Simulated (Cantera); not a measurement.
Mixture: CO : H₂ : O₂ : N₂ = 1 : 0.049 : 0.603 : 4.22 (molar parts), equivalence ratio 0.87, at 1.01 bar, adiabatic and at constant pressure. Ignition delay is the time to a rise of 400 K.

Computed with Cantera and GRI-Mech 3.0 (53 species, 325 reactions). Where the delays flatten at high temperature, the 400 K rule measures the pace of heat release, not the induction time.

What does this change do: constant volume in place of constant pressure?


```tsv
quantity	before	after
delay at 1075 K	0.655 ms	0.566 ms
delay at 1225 K	0.318 ms	0.253 ms
delay at 1375 K	0.248 ms	0.183 ms
delay at 1525 K	0.242 ms	0.166 ms
delay at 1675 K	0.268 ms	0.173 ms
```
